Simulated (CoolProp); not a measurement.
The fluid at 256.25 K and 0.656 MPa is compressed adiabatically to 1.09 MPa with isentropic efficiency 0.75. The same conditions are run with several fluids, on thermodynamics alone (safety and materials aside).

The numbers come from the reference Helmholtz-energy equation of state of each fluid (CH3F (R41): Lemmon 2006; carbon dioxide: Span 1996; carbon monoxide: Lemmon 2006; nitrous oxide: Lemmon 2006; C2F6 (R116): Lemmon 2006) in CoolProp.

```
fluid            work (kJ/kg)  final temperature (K)  final density (kg/m³)
---------------  ------------  ---------------------  ---------------------
CH3F (R41)               40.4                  296.0                   16.7
carbon dioxide           32.8                  298.1                   20.5
carbon monoxide          55.2                  309.6                   11.9
nitrous oxide            32.6                  296.7                   20.7
C2F6 (R116)              9.10                  273.6                   80.2
```
